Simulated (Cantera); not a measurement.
Cantera run, input and output.

```python
import numpy as np
import cantera as ct

surf = ct.Interface("ptcombust.yaml", "Pt_surf")
gas = surf.adjacent["gas"]
gas.TPX = 300, 43000, {'H2': 0.012, 'O2': 0.12, 'N2': 0.79}
jet = ct.ImpingingJet(gas=gas, width=0.032, surface=surf)
jet.inlet.mdot, jet.inlet.T, jet.inlet.X = 0.038, 300, {'H2': 0.012, 'O2': 0.12, 'N2': 0.79}
jet.set_refine_criteria(ratio=10, slope=0.2, curve=0.3)
show, cover = ['H2', 'O2', 'H2O', 'OH'], ["PT(S)", "H(S)", "O(S)", "OH(S)", "CO(S)", "C(S)"]

rows = []
print(f"{'Ts/K':>7s}" + "".join(f"{s:>11s}" for s in show + cover) + "   (gas at the wall, coverages)")
for i, Ts in enumerate([600, 650, 700, 750, 800, 850]):
    jet.surface.T = Ts
    if i == 0:
        surf.TP = Ts, 43000
        surf.coverages = "PT(S):0.5, O(S):0.5"
        surf.advance_coverages(1.0)
        jet.set_initial_guess(products="inlet")
    jet.solve(loglevel=0, auto=(i == 0))
    rows.append([*(jet.X[gas.species_index(s), -1] for s in show), *surf[cover].coverages])
    print(f"{Ts:7g}" + "".join(f"{x:11.3e}" for x in rows[-1]))
```

Result:

```
   Ts/K         H2         O2        H2O         OH      PT(S)       H(S)       O(S)      OH(S)      CO(S)       C(S)   (gas at the wall, coverages)
    600  1.023e-03  1.174e-01  2.321e-02  7.557e-13  1.438e-02  4.676e-10  9.805e-01  5.154e-03  3.055e-22  6.584e-26
    650  1.002e-03  1.176e-01  2.285e-02  9.578e-12  1.545e-02  6.223e-10  9.811e-01  3.470e-03  1.754e-18  4.464e-32
    700  8.732e-04  1.175e-01  2.296e-02  8.146e-11  1.870e-02  1.089e-09  9.787e-01  2.651e-03  3.281e-20  6.841e-27
    750  6.032e-04  1.172e-01  2.335e-02  4.617e-10  2.895e-02  2.917e-09  9.687e-01  2.390e-03  1.130e-21  1.171e-26
    800  3.668e-04  1.170e-01  2.368e-02  1.932e-09  5.045e-02  9.787e-09  9.472e-01  2.363e-03  1.949e-19  3.680e-27
    850  2.322e-04  1.169e-01  2.383e-02  6.605e-09  8.373e-02  3.028e-08  9.139e-01  2.330e-03  5.201e-17  1.174e-25
```

Cantera simulation using Deutschmann's 1995 Pt surface mechanism with GRI-Mech 3.0 gas chemistry; the numbers are that mechanism's predictions, not measurements. Catalytic surfaces can have several steady states; this one follows from the mechanism file's or the stated starting coverage.
